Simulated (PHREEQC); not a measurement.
Acid mine or pickling water: an equilibrium model

Synthetic water in mg/kgw, 25 °C, pH 2.37, pe 11.9:

```csv
constituent,mg/kgw
Na,42.4
K,0.228
Ca,66.2
Mg,5.8
Cl,17.6
S(6) as SO4,670
N(5) as NO3,0.138
Cu(2),1.9
```

Na is adjusted to close the charge balance.
Valence states are taken as typed.

Model: ion-association model, phreeqc.dat, run in PHREEQC.

Each row changes one thing in this solution. No solid was allowed to form.

| case | ionic strength (mol/kgw) | SO4-2 (mol/kgw) | HSO4- (mol/kgw) | Ca+2 (mol/kgw) | CaSO4 (mol/kgw) | Mg+2 (mol/kgw) | SI of Gypsum (CaSO4:2H2O) | SI of Halite (NaCl) |
|---|---|---|---|---|---|---|---|---|
| as made | 0.0185 | 0.00502 | 0.00141 | 0.00125 | 0.000392 | 0.000168 | -1.07 | -7.35 |
| temperature from 25 to 35 °C at the same typed pH | 0.0179 | 0.00475 | ___ | 0.00124 | 0.000395 | 0.000158 | -1.09 | ___ |
| all concentrations times 4 at the same typed pH | 0.0703 | 0.0194 | ___ | ___ | 0.00247 | 0.000521 | -0.27 | -5.97 |

Q: Fill in the missing entries.

A: 
- temperature from 25 to 35 °C at the same typed pH, HSO4- (mol/kgw): 0.00167
- temperature from 25 to 35 °C at the same typed pH, SI of Halite (NaCl): -7.39
- all concentrations times 4 at the same typed pH, HSO4- (mol/kgw): 0.00419
- all concentrations times 4 at the same typed pH, Ca+2 (mol/kgw): 0.00405

Species that the database lacks are ignored.
